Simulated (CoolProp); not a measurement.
Properties of R123 along the isobar 149 bar (Tc = 456.8 K, pc = 36.62 bar, ω = 0.282).

The numbers come from the reference Helmholtz-energy equation of state, Younglove 1994 in CoolProp. It is a modified Benedict-Webb-Rubin equation, recast in Helmholtz form.

```
T (K)          phase  speed of sound (m/s)  isothermal compressibility (1/MPa)  expansivity (1/kK)
-----  -------------  --------------------  ----------------------------------  ------------------
351.1         liquid                 620.8                            0.002590               1.709
363.5         liquid                 587.1                            0.002955               1.781
375.9         liquid                     …                            0.003386               1.863
388.3         liquid                     …                                   …               1.954
400.7         liquid                     …                            0.004513               2.059
413.2         liquid                 462.4                            0.005261               2.179
425.6         liquid                 433.8                            0.006164               2.316
438           liquid                 406.2                                   …               2.473
450.4         liquid                 379.7                            0.008630               2.651
462.8  supercritical                 354.4                                   …               2.852
475.2  supercritical                 330.5                             0.01237               3.075
487.6  supercritical                 308.3                             0.01488               3.316
500    supercritical                 287.9                             0.01791               3.566
```

### Question
Complete the blanks.

### Answer

- 375.9, speed of sound (m/s): 554.4
- 388.3, speed of sound (m/s): 522.8
- 388.3, isothermal compressibility (1/MPa): 0.003899
- 400.7, speed of sound (m/s): 492.2
- 438, isothermal compressibility (1/MPa): 0.007270
- 462.8, isothermal compressibility (1/MPa): 0.01031
